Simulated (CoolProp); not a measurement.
Vapour-liquid equilibrium of R134a (1) + R141b (2) at 0.133 MPa; x and y are mole fractions of (1).

Values from CoolProp's multi-fluid Helmholtz-energy mixture model, Tillner-Roth 1994 and Lemmon 2006; pair parameters Bell 2016.

| x | bubble temperature, mixture model (K) | bubble temperature, Raoult's law (K) | y, mixture model | y, Raoult's law |
|---|---|---|---|---|
| 0.05 | 300.5 | 304.3 | 0.376 | 0.299 |
| 0.15 | 284.2 | 291.4 | 0.696 | 0.611 |
| 0.25 | 274.7 | 282.5 | 0.816 | 0.762 |
| 0.35 | 268.8 | 275.7 | 0.874 | 0.846 |
| 0.45 | 264.8 | 270.5 | 0.907 | 0.897 |
| 0.55 | 261.9 | 266.1 | 0.929 | 0.932 |
| 0.65 | 259.6 | 262.5 | 0.945 | 0.956 |
| 0.75 | 257.7 | 259.4 | 0.959 | 0.973 |
| 0.85 | 256.0 | 256.7 | 0.973 | 0.986 |
| 0.95 | 254.1 | 254.3 | 0.990 | 0.996 |

The largest gap from Raoult's law is -7.8 K in bubble temperature, at x = 0.25. No azeotrope shows between x = 0.05 and 0.95.

Pair parameters are fitted to limited data, so mixtures are less certain than the pure fluids.
